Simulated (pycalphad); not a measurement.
## Phase fractions of Ti-0.6244Si-0.2811Fe (wt.%)

All values are pycalphad results on the COST 507 light-alloy database (1999) (1 atm), not direct measurements. The database dates from 1999; later assessments differ in places, in temperatures and in the compounds included. The system is extrapolated from its subsystems; higher-order compounds may be missing. Amounts are mole fractions of atoms. Diffusion is slow at the low end, where real alloys seldom reach equilibrium.

```tsv
T (K)	LIQUID	BCC_A2	HCP_A3	SITI3	FETI
1950	1.000	-	-	-	-
1850	0.119	0.881	-	-	-
1750	-	1.000	-	-	-
1100	-	0.128	0.851	0.021	-
1000	-	?	?	?	-
900	-	0.017	0.957	0.026	-
800	-	-	0.968	0.028	0.004
700	-	-	?	?	0.005
600	-	-	0.964	0.031	0.005
500	-	-	0.962	0.034	0.005
```

Fill in the missing entries.


- 1000, BCC_A2: 0.030
- 1000, HCP_A3: 0.946
- 1000, SITI3: 0.024
- 700, HCP_A3: 0.966
- 700, SITI3: 0.029

Database names, with the compositions (at.%) that they take in these runs: SITI3: Ti 75 Si 25; FETI: Ti 50 Fe 50. BCC_A2 is bcc; HCP_A3 is hcp.
